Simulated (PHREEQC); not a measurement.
**Brine: speciation**

Solution (25 °C): 0.2 mol/kgw NaCl, 3.1e-05 mol/kgw BaCl2 and 2.3e-07 mol/kgw H4SiO4. Closed to the air; pH follows from the charge balance.

The numbers come from PHREEQC with the ion-association model, phreeqc.dat.

This is a speciation only: nothing precipitates in the calculation.

What activity of water, specific conductance, density does the model give?

activity of water 0.993; specific conductance 19900 µS/cm; density 1.005 g/cm³.

Species that the database lacks are ignored.
